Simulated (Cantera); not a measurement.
An isothermal, constant-pressure homogeneous reactor starts with NO : N₂ = 1 : 0.36 (molar parts), at 1673 K and 0.720 bar.

Cantera simulation using GRI-Mech 3.0 (53 species, 325 reactions); the numbers are that mechanism's predictions, not measurements.

Task: Predict: x(NO) at 4.00 s; x(O₂) at 4.00 s; x(O) at 4.00 s; x(NO₂) at 4.00 s; x(N₂) at 4.00 s; x(N₂O) at 4.00 s.

Result: 
| Quantity | Value |
|---|---|
| x(NO) at 4.00 s | 0.566 (gas-phase equilibrium 0.00310) |
| x(O₂) at 4.00 s | 0.0839 (gas-phase equilibrium 0.366) |
| x(O) at 4.00 s | 1.20e-5 (gas-phase equilibrium 2.40e-5) |
| x(NO₂) at 4.00 s | 0.00103 (gas-phase equilibrium 1.16e-5) |
| x(N₂) at 4.00 s | 0.349 (gas-phase equilibrium 0.631) |
| x(N₂O) at 4.00 s | 0.000119 (gas-phase equilibrium 1.38e-7) |
